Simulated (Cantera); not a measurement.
Input: 1 mol CH₃OH, 1.7 mol CO₂, equilibrated at 1723.15 K and 22.0 bar.

Cantera equilibrium calculation (NASA polynomials, part measured and part estimated; ideal gas, pure solids and liquids). Candidate condensed phases: C, C₆H₆, C₇H₈, C₈H₁₈, H₂O; 110 gas species. Equilibrium is a limit: real reactors are often held back by kinetics, nucleation or transport.

Base state: CO 0.437, H₂O 0.224, H₂ 0.202, CO₂ 0.138, H 1.75e-5 (mole fractions); condensed: gas only.

**Question.** What changes in the equilibrium state with this change: temperature from 1723.15 K to 2900 K?

**Answer.** 
| species | before | after |
|---|---|---|
| CO | 0.437 | 0.469 |
| H₂O | 0.224 | 0.253 |
| H₂ | 0.202 | 0.162 |
| CO₂ | 0.138 | 0.101 |
| O | <1e-9 | 0.000177 |
| O₂ | <1e-9 | 0.000110 |
| OH | 1.06e-6 | 0.00471 |

**Question.** What changes in the equilibrium state with this change: CO₂ from 1.7 to 0.7 mol?

**Answer.** 
| species | before | after |
|---|---|---|
| CO | 0.437 | 0.416 |
| H₂ | 0.202 | 0.395 |
| H₂O | 0.224 | 0.146 |
| CO₂ | 0.138 | 0.0437 |
| CH₄ | 3.31e-6 | 3.64e-5 |
| H | 1.75e-5 | 2.45e-5 |

**Question.** What changes in the equilibrium state with this change: temperature from 1723.15 K to 523.15 K?

**Answer.** 
| species | before | after |
|---|---|---|
| H₂O | 0.224 | 0.514 |
| CO₂ | 0.138 | 0.430 |
| CH₄ | 3.31e-6 | 0.0547 |
| CO | 0.437 | 1.43e-5 |
| H₂ | 0.202 | 0.00153 |
| H | 1.75e-5 | <1e-9 |
| C(graphite), mol | 0 | 1.15 |
